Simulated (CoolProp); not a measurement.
Properties of R365MFC at several states (Tc = 460.0 K, pc = 3.266 MPa, ω = 0.377).

Model: reference Helmholtz-energy equation of state, Lemmon 2016, in CoolProp.

| T (K) | p (MPa) | phase | density (kg/m³) | speed of sound (m/s) |
|---|---|---|---|---|
| 428.9 | 0.771 | gas | 36.26 | 141.8 |
| 277.7 | 0.253 | liquid | 1300 | 806.9 |
| 314.7 | 0.352 | liquid | 1222 | 666.1 |
